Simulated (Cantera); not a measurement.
Cantera run:

```python
import numpy as np
import cantera as ct

gas_names = """
    CF3 C2F4 F
""".split()
cond_names = """

""".split()


def load(file, names, dense=False):
    # The tables refer to 1 bar. Condensed volumes are neglected.
    table = {s.name: s for s in ct.Species.list_from_file(file)}
    out = []
    for n in names:
        d = dict(table[n].input_data)
        d["thermo"] = dict(d["thermo"], **{"reference-pressure": 1e5})
        if dense:
            d["equation-of-state"] = {"model": "constant-volume", "density": "1e6 g/cm^3"}
        out.append(ct.Species.from_dict(d))
    return out


species = {s.name: s for s in load("nasa_gas.yaml", gas_names) + load("nasa_condensed.yaml", cond_names)}
# Each term lists the table entries of one substance; the one whose range holds T is used.
reactions = {
    '2 CF3(g) = C2F4(g) + 2 F(g)':
        [(-2, ['CF3']), (1, ['C2F4']), (2, ['F'])],
}


def pick(names, T):
    return next(species[n] for n in names if species[n].thermo.min_temp <= T <= species[n].thermo.max_temp)


results = []
for label, terms in reactions.items():
    print(label)
    print("     T/K   dH/kJ  dS/(J/K)   dG/kJ   log10 K")
    for T in [300, 1650, 1750, 1850, 1950, 2050, 2150]:
        used = [(nu, pick(names, T)) for nu, names in terms]
        dH = sum(nu * s.thermo.h(T) for nu, s in used) / 1e6
        dS = sum(nu * s.thermo.s(T) for nu, s in used) / 1e3
        dG = dH - T * dS / 1e3
        logK = -dG * 1e6 / (ct.gas_constant * T * np.log(10))
        results.append((label, T, dH, dS, dG, logK, [s.name for _, s in used]))
        print(f"{T:8g} {dH:8.1f} {dS:8.1f} {dG:8.1f} {logK:8.2f}")
```

Result:

```
2 CF3(g) = C2F4(g) + 2 F(g)
     T/K   dH/kJ  dS/(J/K)   dG/kJ   log10 K
     300    440.8     87.5    414.6   -72.18
    1650    458.0    113.2    271.3    -8.59
    1750    458.9    113.7    260.0    -7.76
    1850    459.8    114.2    248.6    -7.02
    1950    460.7    114.6    237.1    -6.35
    2050    461.6    115.1    225.7    -5.75
    2150    462.4    115.5    214.1    -5.20
```

Source: NASA polynomial tables (part measured, part estimated), evaluated in Cantera. The tables' values for C2F4 are old estimates. Condensed species are held in their standard states even where they would react or evaporate.
